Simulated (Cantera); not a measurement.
## Stirred combustor or abatement burner

A perfectly stirred reactor is fed with 7.05 % C₃H₈, 19.6 % O₂, 73.3 % N₂, equivalence ratio 1.8, at 4.90 bar; it is adiabatic with a 325 K inlet, and is followed from long to short residence time, starting on the burning branch (τ in s: 0.1, 0.033, 0.011, 0.0034, 0.0011, 0.00035, 0.00011, 3.6e-05, 1.2e-05, 3.7e-06).

Model: GRI-Mech 3.0 (53 species, 325 reactions), integrated in Cantera. GRI-Mech 3.0 was tuned for natural gas; its chemistry of propane as a main component is partial and can be far from experiment.

| τ (s) | T (K) | x C₃H₈ | x O₂ | x CH₄ | x HCN | x CH₂ | x HO₂ | x CH₃ |
|---|---|---|---|---|---|---|---|---|
| 0.10 | 1830 | 1.54e-6 | 0.000324 | 0.00584 | 8.01e-6 | 1.91e-7 | 9.81e-8 | 0.000112 |
| 0.033 | 1836 | 4.24e-6 | 0.000773 | 0.00711 | 1.01e-5 | 4.63e-7 | 2.67e-7 | 0.000184 |
| 0.011 | 1832 | 1.19e-5 | 0.00172 | 0.00803 | 1.15e-5 | 1.06e-6 | 7.30e-7 | 0.000289 |
| 0.0034 | 1812 | 3.77e-5 | 0.00387 | 0.00879 | 1.08e-5 | 2.33e-6 | 2.23e-6 | 0.000448 |
| 0.0011 | 1761 | 0.000133 | 0.00875 | 0.00995 | 6.44e-6 | 4.04e-6 | 7.35e-6 | 0.000642 |
| 0.00035 | 325 | 0.0705 | 0.196 | <1e-12 | <1e-12 | <1e-12 | <1e-12 | <1e-12 |
| 0.00011 | 325 | 0.0705 | 0.196 | <1e-12 | <1e-12 | <1e-12 | <1e-12 | <1e-12 |
| 3.6e-5 | 325 | 0.0705 | 0.196 | <1e-12 | <1e-12 | <1e-12 | <1e-12 | <1e-12 |
| 1.2e-5 | 325 | 0.0705 | 0.196 | <1e-12 | <1e-12 | <1e-12 | <1e-12 | <1e-12 |
| 3.7e-6 | 325 | 0.0705 | 0.196 | <1e-12 | <1e-12 | <1e-12 | <1e-12 | <1e-12 |
x: mole fraction; the columns are a selection and need not sum to one.
